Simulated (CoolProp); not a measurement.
Model: reference Helmholtz-energy equation of state, Thol 2019, in CoolProp.

**Question.** Give the vapour pressure (MPa), vapour density (kg/m³), liquid cp (kJ/(kg K)), liquid conductivity (mW/(m K)) of saturated n-hexane at 64.75 °C.

**Answer.** 
```tsv
T (°C)	p (MPa)	vapour density (kg/m³)	liquid cp (kJ/(kg K))	liquid conductivity (mW/(m K))
64.75	0.0893	2.87	2.45	109
```

Thermal conductivity comes from a separate model (Assael 2013).
